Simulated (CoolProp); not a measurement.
Saturation properties of ethylene.

The numbers come from the reference Helmholtz-energy equation of state, Smukala 2000 in CoolProp.

```
T (K)  p (bar)  liquid density (kg/m³)  vapour density (kg/m³)  surface tension (mN/m)
-----  -------  ----------------------  ----------------------  ----------------------
222.9    10.53                   481.2                   19.22                    7.71
227.5    12.21                   472.4                   22.32                    7.01
232      14.03                   463.3                   25.77                    6.35
236.6    16.08                   453.6                   29.76                    5.67
241.2    18.34                   443.4                   34.31                    5.01
245.8    20.82                   432.6                   39.52                    4.36
250.4    23.54                   421.0                   45.53                    3.73
255      26.51                   408.5                   52.51                    3.11
259.6    29.74                   394.7                   60.75                    2.50
264.1    33.18                   379.7                   70.44                    1.94
```

It boils at 169.4 K under 1 atm.

Surface tension comes from a separate correlation (Mulero 2012).
